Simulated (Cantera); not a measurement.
What does this Cantera script print?

```python
import numpy as np
import cantera as ct

gas = ct.Solution("gri30.yaml")


def delay(T, t_max=10):
    gas.TPX = T, 580000, {'CH4': 1, 'O2': 1.18, 'N2': 4.42}
    reactor = ct.IdealGasReactor(gas, clone=False)
    net = ct.ReactorNet([reactor])
    net.rtol, net.atol = 1e-8, 1e-16
    while net.time < t_max:
        t_old, T_old = net.time, reactor.T
        net.step()
        if reactor.T > T + 400:  # ignition: a rise of 400 K
            return t_old + (T + 400 - T_old) / (reactor.T - T_old) * (net.time - t_old)
    return np.nan


taus = []
for T in [1323, 1423, 1523, 1623, 1723, 1823, 1923]:
    taus.append(delay(T))
    print(f"T0 = {T:6g} K   tau = {taus[-1]:.4e} s")
```

It prints:

```
T0 =   1323 K   tau = 2.3586e-03 s
T0 =   1423 K   tau = 7.7244e-04 s
T0 =   1523 K   tau = 2.7448e-04 s
T0 =   1623 K   tau = 1.0603e-04 s
T0 =   1723 K   tau = 4.5109e-05 s
T0 =   1823 K   tau = 2.1327e-05 s
T0 =   1923 K   tau = 1.1167e-05 s
```

Cantera simulation using GRI-Mech 3.0 (53 species, 325 reactions); the numbers are that mechanism's predictions, not measurements.
